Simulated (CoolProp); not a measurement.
A simple Rankine cycle with n-pentane: condensing at 303.15 K, boiler at 0.253 MPa, turbine inlet 354 K, turbine efficiency 0.6, pump efficiency 0.7, no recuperator. Each further row changes one setting.

Values from CoolProp's reference Helmholtz-energy equation of state, Thol 2019.

| case | thermal efficiency (%) | net work (kJ/kg) | heat in (kJ/kg) | turbine exit temperature (K) | volume ratio over the turbine |
|---|---|---|---|---|---|
| as stated | 5.6 | 24.9 | 448 | 337.1 | 3.08 |
| turbine inlet 374 K | 5.5 | 26.6 | 489 | 357.4 | 3.06 |
| condensing temperature 295.15 K | 6.7 | 31.3 | 467 | 333.1 | 4.11 |
| boiler pressure 0.177 MPa | 3.9 | 17.5 | 451 | 342.8 | 2.14 |
| turbine efficiency 0.5 | 4.6 | 20.7 | 448 | 339.3 | 3.10 |
